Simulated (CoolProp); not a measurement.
A single-stage vapour-compression cycle with n-butane: evaporating at 262.15 K (dew point), condensing at 291.15 K (bubble point), superheat 2 K, subcooling 0 K, compressor efficiency 0.8, no pressure losses. Each further row changes one setting.

Model: reference Helmholtz-energy equation of state, Bücker 2006, in CoolProp.

```csv
case,cooling COP,pressure ratio,discharge temperature (K),refrigerating effect (kJ/kg),volumetric capacity (kJ/m³)
as stated,6.50,2.92,298.4,330,601
evaporating temperature 267.15 K,8.15,(withheld),297.1,337,(withheld)
condensing temperature 286.15 K,(withheld),2.47,292.9,342,623
subcooling 5 K,6.73,2.92,298.4,342,623
superheat 12 K,(withheld),2.92,308.5,346,605
compressor efficiency 0.7,5.69,2.92,(withheld),330,601
```

Q: Complete the blanks.

A: 
- evaporating temperature 267.15 K, pressure ratio: 2.38
- evaporating temperature 267.15 K, volumetric capacity (kJ/m³): 742
- condensing temperature 286.15 K, cooling COP: 8.02
- superheat 12 K, cooling COP: 6.54
- compressor efficiency 0.7, discharge temperature (K): 302.5
